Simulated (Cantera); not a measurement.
## Premixed flame

A freely propagating, adiabatic, planar premixed flame of 8.06 % CH4, 16.1 % O2, 75.8 % N2, equivalence ratio 1.0, unburnt at 650 K and 4.30 bar; mixture-averaged transport, grid criteria slope 0.08 and curve 0.16, no radiation.

Detailed kinetics in Cantera: GRI-Mech 3.0 (53 species, 325 reactions). Burning velocities carry a grid error of a few per cent, more on coarse grids.

```tsv
z (mm)	T (K)	u (m/s)	x CH4	x O2	x CH2CO	x CH2	x C2H6	x HCN
-0.437	651	0.602	0.0805	0.161	<1e-8	<1e-8	8.30e-8	<1e-8
-0.291	655	0.607	0.0800	0.161	8.52e-8	<1e-8	1.33e-6	<1e-8
-0.218	670	0.622	0.0788	0.159	5.24e-7	<1e-8	7.60e-6	1.74e-8
-0.146	748	0.698	0.0734	0.153	5.30e-6	<1e-8	6.82e-5	1.32e-7
-0.0728	1107	1.04	0.0503	0.121	5.70e-5	2.76e-8	0.000557	9.94e-7
-0.0364	1470	1.39	0.0268	0.0847	0.000144	2.21e-6	0.000725	2.26e-6
0	1833	1.74	0.00525	0.0431	0.000120	3.27e-5	7.33e-5	4.25e-6
0.0364	1986	1.88	0.000204	0.0218	9.52e-6	6.90e-6	1.11e-7	3.03e-6
0.0728	2045	1.93	3.82e-6	0.0155	2.10e-7	1.86e-7	<1e-8	9.33e-7
0.146	2113	1.98	<1e-8	0.0116	<1e-8	<1e-8	<1e-8	9.25e-8
0.291	2177	2.04	<1e-8	0.00865	<1e-8	<1e-8	<1e-8	<1e-8
0.582	2225	2.07	<1e-8	0.00635	<1e-8	<1e-8	<1e-8	<1e-8
1.16	2254	2.10	<1e-8	0.00488	<1e-8	<1e-8	<1e-8	<1e-8
```
x: mole fraction of selected species; z is measured from the peak of heat release.

- laminar burning velocity: 60.1 cm/s
- thermal thickness: 0.146 mm
- peak x(CH2CO): 0.000169
- peak x(CH2): 3.39e-5
- peak x(C2H6): 0.000775
- peak x(HCN): 4.47e-6
